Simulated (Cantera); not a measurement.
Feed: 1 mol Si3N4, 0.0091 mol C, 0.063 mol N2, at 2502 °C and 0.133 bar.

Equilibrium computed with Cantera from the NASA thermochemical tables; the gas is ideal and each condensed phase is pure. Candidate condensed phases: C, Si, SiC, Si3N4; 20 gas species. The tables' values for SiN are old estimates; treat these amounts as uncertain. Rates play no part.

Base state: N2 0.751, Si 0.227, Si2 0.00868, SiN 0.00498, Si2N 0.00372, Si2C 0.00316, Si3 0.00136, SiC2 5.91e-5 (mole fractions); condensed: Si(l).

Task: What changes in the equilibrium state with this change: C from 0.0091 to 0.48 mol?

Result: 
```
species       before    after
-----------  -------  -------
N2             0.751    0.671
Si             0.227    0.227
Si2C         0.00316   0.0608
SiC2         5.91e-5   0.0219
C3           1.92e-9  1.37e-5
C2N2         1.28e-7  4.23e-5
C            8.36e-7  1.61e-5
Si(l), mol      2.27     1.61
SiC(s), mol        0    0.158
```
Mutual solubility and eutectic melting of coexisting phases are not modelled.
